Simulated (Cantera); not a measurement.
Stirred combustor or abatement burner

A perfectly stirred reactor is fed with 40.3 % H2, 12.6 % O2, 47.1 % N2, equivalence ratio 1.6, at 15.0 bar; it is adiabatic with a 625 K inlet, and is followed from long to short residence time, starting on the burning branch (τ in s: 0.13, 0.044, 0.015, 0.005, 0.0017, 0.00058, 0.0002, 6.6e-05, 2.2e-05, 7.6e-06).

Model: the H2/O2 subset of GRI-Mech 3.0, which has no nitrogen chemistry, integrated in Cantera. The hydrogen kinetics of GRI-Mech 3.0 are dated; newer H2 mechanisms differ, most at raised pressure. The pressure lies above the range GRI-Mech 3.0 was tuned for (to about 10 atm).

```csv
τ (s),T (K),x H2,x O2,x O,x H,x H2O2,x HO2
0.13,2472,0.172,6.31e-6,7.44e-6,0.00241,1.70e-8,1.62e-8
0.044,2472,0.172,8.76e-6,7.59e-6,0.00244,1.78e-8,1.82e-8
0.015,2472,0.172,1.57e-5,8.02e-6,0.00250,2.02e-8,2.41e-8
0.0050,2470,0.172,3.50e-5,9.30e-6,0.00269,2.75e-8,4.21e-8
0.0017,2466,0.172,8.14e-5,1.30e-5,0.00316,4.73e-8,9.59e-8
0.00058,2456,0.172,0.000178,2.34e-5,0.00423,9.89e-8,2.62e-7
0.00020,2438,0.171,0.000362,5.14e-5,0.00626,2.20e-7,7.80e-7
6.6e-5,2405,0.170,0.000735,0.000127,0.00989,4.75e-7,2.41e-6
2.2e-5,2351,0.169,0.00149,0.000307,0.0156,8.86e-7,6.72e-6
7.6e-6,2270,0.168,0.00297,0.000682,0.0238,1.44e-6,1.67e-5
```
x: mole fraction; the columns are a selection and need not sum to one.
